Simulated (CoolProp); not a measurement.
Methanol at 293.15 K and 15 MPa flows at 19 m/s in a round tube of 10 mm bore and 15 µm roughness, fully developed (64/Re and Nu = 3.66 if laminar; Colebrook and Gnielinski if turbulent). Each further row changes one setting.

The numbers come from the reference Helmholtz-energy equation of state, de Reuck 1993 in CoolProp.

```json
[
 {"case": "as stated", "Reynolds number": "240000", "Darcy friction factor": "0.0226", "pressure drop (Pa/m)": "329000", "heat-transfer coefficient (W/(m² K))": "36400", "mass flow (kg/h)": "___"},
 {"case": "velocity 38 m/s", "Reynolds number": "480000", "Darcy friction factor": "___", "pressure drop (Pa/m)": "___", "heat-transfer coefficient (W/(m² K))": "___", "mass flow (kg/h)": "___"},
 {"case": "diameter 20 mm", "Reynolds number": "480000", "Darcy friction factor": "___", "pressure drop (Pa/m)": "___", "heat-transfer coefficient (W/(m² K))": "32600", "mass flow (kg/h)": "___"}
]
```

**Question.** Some entries are withheld; supply them.

**Answer.** 
- as stated, mass flow (kg/h): 4320
- velocity 38 m/s, Darcy friction factor: 0.0222
- velocity 38 m/s, pressure drop (Pa/m): 1290000
- velocity 38 m/s, heat-transfer coefficient (W/(m² K)): 72100
- velocity 38 m/s, mass flow (kg/h): 8640
- diameter 20 mm, Darcy friction factor: 0.0191
- diameter 20 mm, pressure drop (Pa/m): 139000
- diameter 20 mm, mass flow (kg/h): 17300

Viscosity comes from a separate model (Xiang 2006). Thermal conductivity comes from a separate model (Sykioti 2013).
